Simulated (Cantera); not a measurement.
Reactions in the system H-N-O-Zr

Source: NASA polynomial tables (part measured, part estimated), evaluated in Cantera. Values are per mole of reaction as written; species without (g) are pure solids or liquids, kept so even where they would boil at 1 bar. ZrN: taken at fixed stoichiometry.

N₂O(g) + 5 H₂O(g) + 2 ZrO₂(g) ⇌ 2 ZrN + 5 H₂O₂(g)

```
T (K)  ΔH° (kJ)  ΔS° (J/K)  ΔG° (kJ)  log10 K
-----  --------  ---------  --------  -------
300       287.9     -461.2     426.2   -74.21
1823      346.8     -405.9    1086.7   -31.14
1873      349.4     -404.4    1106.9   -30.87
1923      352.2     -403.0    1127.1   -30.61
1973      354.9     -401.6    1147.2   -30.37
2023      357.7     -400.2    1167.3   -30.14
2073      360.4     -398.8    1187.2   -29.91
2123      363.2     -397.5    1207.1   -29.70
2173      366.1     -396.2    1227.0   -29.49
2223      368.9     -394.9    1246.8   -29.30
2273      371.8     -393.6    1266.5   -29.10
2323      374.7     -392.3    1286.1   -28.92
```
